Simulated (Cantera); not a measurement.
A perfectly stirred reactor is fed with CH₄ : N₂ = 1 : 21 (molar parts), at 1330 Pa; it is held at 1550 K, and followed from long to short residence time.

Cantera simulation using GRI-Mech 3.0 (53 species, 325 reactions); the numbers are that mechanism's predictions, not measurements. GRI-Mech 3.0 stops at C3 and has no aromatics, soot or wall deposition, so with more carbon than oxygen in the feed, carbon stays in small species such as C2H2 where larger ones or solid carbon would form. Radical loss at walls, strong at low pressure, is not modelled.

Task: What does this change do: pressure from 1330 Pa to 6700 Pa?

Result: 
```json
[
 {"quantity": "x(CH₄) at τ = 0.450 s", "before": "0.0412", "after": "0.0334"},
 {"quantity": "x(C₂H₆) at τ = 0.450 s", "before": "1.08e-5", "after": "2.79e-5"},
 {"quantity": "x(C₂H) at τ = 0.450 s", "before": "1.44e-9", "after": "4.49e-9"},
 {"quantity": "x(C₂H₂) at τ = 0.450 s", "before": "0.00113", "after": "0.00498"},
 {"quantity": "x(HCN) at τ = 0.450 s", "before": "3.39e-9", "after": "2.77e-8"},
 {"quantity": "x(CH₄) at τ = 7.40 ms", "before": "0.0454", "after": "0.0454"},
 {"quantity": "x(C₂H₆) at τ = 7.40 ms", "before": "3.90e-9", "after": "6.64e-7"},
 {"quantity": "x(C₂H) at τ = 7.40 ms", "before": "<1e-12", "after": "<1e-12"},
 {"quantity": "x(C₂H₂) at τ = 7.40 ms", "before": "3.07e-10", "after": "1.06e-7"},
 {"quantity": "x(HCN) at τ = 7.40 ms", "before": "<1e-12", "after": "<1e-12"}
]
```
